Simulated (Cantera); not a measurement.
What does this Cantera script print?

```python
import numpy as np
import cantera as ct

gas = ct.Solution("gri30.yaml")
gas.TPX = 848, 81000, {'H2': 0.79, 'O2': 1, 'N2': 9.1}
reactor = ct.IdealGasConstPressureReactor(gas, energy="off", clone=False)
net = ct.ReactorNet([reactor])
net.rtol, net.atol = 1e-08, 1e-18
show = ['H2', 'O2', 'H2O', 'NO', 'OH', 'NO2']
times = np.geomspace(2e-05, 20, 10)

steps = ct.SolutionArray(gas, extra=["t"])
rows = []
print(f"{'t/s':>10s}{'T/K':>9s}{'P/Pa':>11s}" + "".join(f"{s:>11s}" for s in show))
for t in times:
    while net.time < t:
        t_next = net.step()
        steps.append(gas.state, t=t_next)
    rows.append([np.interp(t, steps.t, y) for y in (steps.T, steps.P, *steps(*show).X.T)])
    print(f"{t:10.3e}{rows[-1][0]:9.1f}{rows[-1][1]:11.4g}" + "".join(f"{x:11.3e}" for x in rows[-1][2:]))
rate = np.gradient(steps.T, steps.t)
print("integrator steps:", len(steps.t))
if steps.T.max() > steps.T[0] + 200:
    print(f"time of steepest temperature rise: {steps.t[rate.argmax()]:.4e} s")
gas.TPX = 848, 81000, {'H2': 0.79, 'O2': 1, 'N2': 9.1}
gas.equilibrate("TP")
print(f"equilibrium (TP): T = {gas.T:.1f} K  " + "  ".join(f"{s} {gas[s].X[0]:.3e}" for s in show))
```

Result:

```
       t/s      T/K       P/Pa         H2         O2        H2O         NO         OH        NO2
 2.000e-05    848.0    8.1e+04  7.254e-02  9.183e-02  5.399e-14  2.647e-29  8.822e-15  3.018e-39
 9.283e-05    848.0    8.1e+04  7.254e-02  9.183e-02  8.213e-13  1.140e-27  2.119e-14  4.475e-36
 4.309e-04    848.0    8.1e+04  7.254e-02  9.183e-02  5.625e-12  1.126e-26  2.312e-14  1.401e-33
 2.000e-03    848.0    8.1e+04  7.254e-02  9.183e-02  2.838e-11  6.109e-26  2.359e-14  1.828e-31
 9.283e-03    848.0    8.1e+04  7.254e-02  9.183e-02  1.404e-10  3.168e-25  2.590e-14  2.144e-29
 4.309e-02    848.0    8.1e+04  7.254e-02  9.183e-02  8.190e-10  2.164e-24  3.941e-14  2.956e-27
 2.000e-01    848.0    8.1e+04  7.254e-02  9.183e-02  1.034e-08  5.342e-23  1.818e-13  1.446e-24
 9.283e-01    848.0    8.1e+04  7.254e-02  9.183e-02  1.344e-06  4.522e-20  9.835e-12  9.376e-20
 4.309e+00    848.0    8.1e+04  7.140e-02  9.120e-02  1.027e-03  4.335e-16  1.618e-09  6.024e-15
 2.000e+01    848.0    8.1e+04  3.593e-02  7.442e-02  3.769e-02  5.890e-14  5.813e-09  7.740e-13
integrator steps: 590
equilibrium (TP): T = 848.0 K  H2 1.482e-13  O2 5.765e-02  H2O 7.527e-02  NO 2.410e-06  OH 2.304e-09  NO2 2.130e-07
```

Cantera simulation using GRI-Mech 3.0 (53 species, 325 reactions); the numbers are that mechanism's predictions, not measurements. Below about 950 K walls govern HO2 and H2O2 in real vessels. The temperature is held fixed by assumption; the heat of reaction is taken as removed at once.
